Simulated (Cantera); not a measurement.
A Cantera script and what it prints.

```python
import numpy as np
import cantera as ct

gas_names = """
    H2 H2O OH H2O2 TaO2
""".split()
cond_names = """
    Ta2O5(s) Ta2O5(L) Ta(cr) Ta(L)
""".split()


# ... load() reads the species with a 1 bar reference pressure and builds the phases ...
species = {s.name: s for s in load("nasa_gas.yaml", gas_names) + load("nasa_condensed.yaml", cond_names)}
# Each term lists the table entries of one substance; the one whose range holds T is used.
reactions = {
    '5 H2(g) + Ta2O5 = 5 H2O(g) + 2 Ta':
        [(-5, ['H2']), (-1, ['Ta2O5(s)', 'Ta2O5(L)']), (5, ['H2O']), (2, ['Ta(cr)', 'Ta(L)'])],
    '2 Ta2O5 + 5 H2(g) = 4 Ta + 10 OH(g)':
        [(-2, ['Ta2O5(s)', 'Ta2O5(L)']), (-5, ['H2']), (4, ['Ta(cr)', 'Ta(L)']), (10, ['OH'])],
    '2 Ta2O5 + H2(g) = H2O2(g) + 4 TaO2(g)':
        [(-2, ['Ta2O5(s)', 'Ta2O5(L)']), (-1, ['H2']), (1, ['H2O2']), (4, ['TaO2'])],
}


def pick(names, T):
    return next(species[n] for n in names if species[n].thermo.min_temp <= T <= species[n].thermo.max_temp)


results = []
for label, terms in reactions.items():
    print(label)
    print("     T/K   dH/kJ  dS/(J/K)   dG/kJ   log10 K")
    for T in [300, 1973, 2073, 2173, 2273, 2373, 2473, 2573, 2673, 2773, 2873, 2973]:
        used = [(nu, pick(names, T)) for nu, names in terms]
        dH = sum(nu * s.thermo.h(T) for nu, s in used) / 1e6
        dS = sum(nu * s.thermo.s(T) for nu, s in used) / 1e3
        dG = dH - T * dS / 1e3
        logK = -dG * 1e6 / (ct.gas_constant * T * np.log(10))
        results.append((label, T, dH, dS, dG, logK, [s.name for _, s in used]))
        print(f"{T:8g} {dH:8.1f} {dS:8.1f} {dG:8.1f} {logK:8.2f}")
```

Output:

```
5 H2(g) + Ta2O5 = 5 H2O(g) + 2 Ta
     T/K   dH/kJ  dS/(J/K)   dG/kJ   log10 K
     300    836.8    230.1    767.7  -133.67
    1973    727.8    101.9    526.8   -13.95
    2073    602.2     40.8    517.6   -13.04
    2173    593.3     36.6    513.7   -12.35
    2273    584.6     32.7    510.3   -11.73
    2373    576.2     29.1    507.2   -11.16
    2473    568.0     25.7    504.5   -10.65
    2573    560.1     22.6    502.0   -10.19
    2673    552.5     19.7    499.9    -9.77
    2773    545.2     17.0    498.1    -9.38
    2873    538.2     14.5    496.5    -9.03
    2973    531.5     12.2    495.2    -8.70
2 Ta2O5 + 5 H2(g) = 4 Ta + 10 OH(g)
     T/K   dH/kJ  dS/(J/K)   dG/kJ   log10 K
     300   4485.4   1063.4   4166.4  -725.42
    1973   4339.8    920.4   2523.9   -66.82
    2073   4088.8    798.3   2433.9   -61.33
    2173   4070.7    789.8   2354.5   -56.60
    2273   4052.9    781.8   2275.9   -52.30
    2373   4035.5    774.3   2198.1   -48.38
    2473   4018.5    767.3   2121.0   -44.80
    2573   4001.9    760.7   2044.6   -41.51
    2673   3985.6    754.5   1968.8   -38.47
    2773   3969.9    748.7   1893.7   -35.67
    2873   3954.7    743.3   1819.1   -33.07
    2973   3940.0    738.3   1745.0   -30.66
2 Ta2O5 + H2(g) = H2O2(g) + 4 TaO2(g)
     T/K   dH/kJ  dS/(J/K)   dG/kJ   log10 K
     300   3152.2    938.1   2870.8  -499.84
    1973   2968.7    744.5   1499.8   -39.71
    2073   2714.6    620.9   1427.4   -35.97
    2173   2693.3    610.9   1365.8   -32.83
    2273   2672.0    601.3   1305.2   -29.99
    2373   2650.8    592.2   1245.5   -27.42
    2473   2629.7    583.5   1186.8   -25.07
    2573   2608.6    575.1   1128.8   -22.92
    2673   2587.6    567.1   1071.7   -20.94
    2773   2566.7    559.4   1015.4   -19.13
    2873   2545.9    552.1    959.8   -17.45
    2973   2525.1    544.9    905.0   -15.90
```

Source: NASA polynomial tables (part measured, part estimated), evaluated in Cantera. Condensed species are held in their standard states even where they would react or evaporate.
